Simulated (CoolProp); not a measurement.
Saturation properties of decamethyltetrasiloxane (MD2M).

Model: reference Helmholtz-energy equation of state, Thol 2017, in CoolProp.

```csv
T (°C),p (MPa),liquid cp (kJ/(kg K)),vapour Z
131.75,0.01614,1.976,0.9821
150.95,0.03058,2.018,0.9705
170.15,0.05389,2.060,0.9544
189.35,0.08940,2.103,0.9331
208.55,0.1409,2.146,0.9056
227.75,0.2127,2.192,0.8710
246.95,0.3096,2.244,0.8281
266.15,0.4373,2.307,0.7744
285.35,0.6027,2.403,0.7051
304.65,0.8171,2.628,0.6062
```

It boils at 194.4 °C under 1 atm.
